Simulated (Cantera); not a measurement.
Mixture: CH4 : O2 : N2 = 1 : 3.7 : 13.9 (molar parts), equivalence ratio 0.54, at 28.6 atm, adiabatic and at constant volume. Ignition delay is the time to a rise of 400 K.

Detailed kinetics in Cantera: GRI-Mech 3.0 (53 species, 325 reactions). The pressure lies above the range GRI-Mech 3.0 was tuned for (to about 10 atm).

Problem. Predict: delay at 1125 K; delay at 1200 K; delay at 1275 K; delay at 1350 K; delay at 1425 K; delay at 1500 K; delay at 1575 K; apparent activation energy between 1425 and 1575 K.

Solution. 
| Item | Value |
|---|---|
| delay at 1125 K | 3.23 ms |
| delay at 1200 K | 1.18 ms |
| delay at 1275 K | 0.490 ms |
| delay at 1350 K | 0.222 ms |
| delay at 1425 K | 0.108 ms |
| delay at 1500 K | 55.4 µs |
| delay at 1575 K | 29.9 µs |
| apparent activation energy between 1425 and 1575 K | 160 kJ/mol |
